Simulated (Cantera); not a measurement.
## Gas-phase reforming

An isothermal, constant-pressure homogeneous reactor starts with 24.4 % CH4, 75.6 % H2O, at 1450 K and 1350 Torr.

Detailed kinetics in Cantera: GRI-Mech 3.0 (53 species, 325 reactions).

```json
[
 {"t (s)": "0.000500", "x CH4": "0.244", "x H2O": "0.756", "x HO2": "<1e-12", "x C2H": "<1e-12", "x H": "1.80e-8", "x CH3": "4.25e-5", "x H2": "6.91e-5"},
 {"t (s)": "0.00227", "x CH4": "0.243", "x H2O": "0.756", "x HO2": "<1e-12", "x C2H": "<1e-12", "x H": "2.58e-8", "x CH3": "5.69e-5", "x H2": "0.000361"},
 {"t (s)": "0.0103", "x CH4": "0.241", "x H2O": "0.755", "x HO2": "<1e-12", "x C2H": "2.18e-12", "x H": "7.77e-8", "x CH3": "8.17e-5", "x H2": "0.00244"},
 {"t (s)": "0.0467", "x CH4": "0.228", "x H2O": "0.749", "x HO2": "<1e-12", "x C2H": "7.56e-11", "x H": "3.30e-7", "x CH3": "7.88e-5", "x H2": "0.0168"},
 {"t (s)": "0.212", "x CH4": "0.185", "x H2O": "0.720", "x HO2": "<1e-12", "x C2H": "4.04e-10", "x H": "1.07e-6", "x CH3": "5.59e-5", "x H2": "0.0696"},
 {"t (s)": "0.963", "x CH4": "0.110", "x H2O": "0.660", "x HO2": "<1e-12", "x C2H": "8.08e-10", "x H": "2.42e-6", "x CH3": "3.10e-5", "x H2": "0.172"},
 {"t (s)": "4.37", "x CH4": "0.0757", "x H2O": "0.566", "x HO2": "<1e-12", "x C2H": "6.20e-10", "x H": "3.71e-6", "x CH3": "2.08e-5", "x H2": "0.272"},
 {"t (s)": "19.8", "x CH4": "0.0640", "x H2O": "0.456", "x HO2": "<1e-12", "x C2H": "1.63e-10", "x H": "4.27e-6", "x CH3": "1.50e-5", "x H2": "0.368"},
 {"t (s)": "90.0", "x CH4": "0.0335", "x H2O": "0.372", "x HO2": "<1e-12", "x C2H": "2.21e-11", "x H": "4.76e-6", "x CH3": "7.06e-6", "x H2": "0.455"}
]
```
x: mole fraction; the columns are a selection and need not sum to one.

Equilibrium at this temperature and pressure: CH4 1.58e-6, H2O 0.312, HO2 <1e-12, C2H <1e-12, H 5.14e-6, CH3 3.13e-10, H2 0.525 (gas phase only).
